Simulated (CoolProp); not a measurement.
Vapour-liquid equilibrium of isopentane (1) + R365MFC (2) at 0.133 MPa; x and y are mole fractions of (1).

Computed with CoolProp (multi-fluid Helmholtz-energy mixture model, Lemmon 2006 and Lemmon 2016; pair parameters Bell 2016).

```json
[
 {"x": "0.05", "bubble temperature (°C)": "43.0", "y at the bubble point": "0.191", "dew temperature at overall composition x (°C)": "___", "liquid density (mol/L)": "8.196"},
 {"x": "0.2", "bubble temperature (°C)": "34.6", "y at the bubble point": "0.468", "dew temperature at overall composition x (°C)": "42.7", "liquid density (mol/L)": "8.255"},
 {"x": "0.35", "bubble temperature (°C)": "31.5", "y at the bubble point": "0.571", "dew temperature at overall composition x (°C)": "38.3", "liquid density (mol/L)": "8.256"},
 {"x": "0.5", "bubble temperature (°C)": "30.4", "y at the bubble point": "0.621", "dew temperature at overall composition x (°C)": "33.6", "liquid density (mol/L)": "8.254"},
 {"x": "0.65", "bubble temperature (°C)": "30.1", "y at the bubble point": "0.660", "dew temperature at overall composition x (°C)": "30.1", "liquid density (mol/L)": "8.274"},
 {"x": "0.8", "bubble temperature (°C)": "30.5", "y at the bubble point": "___", "dew temperature at overall composition x (°C)": "___", "liquid density (mol/L)": "8.319"},
 {"x": "0.95", "bubble temperature (°C)": "33.4", "y at the bubble point": "0.881", "dew temperature at overall composition x (°C)": "___", "liquid density (mol/L)": "8.366"}
]
```

Q: Complete the blanks.

A: 
- 0.05, dew temperature at overall composition x (°C): 46.7
- 0.8, y at the bubble point: 0.721
- 0.8, dew temperature at overall composition x (°C): 31.7
- 0.95, dew temperature at overall composition x (°C): 34.8

y crosses x between x = 0.65 and 0.8: the model has an azeotrope there.

Pair parameters are fitted to limited data, so mixtures are less certain than the pure fluids.
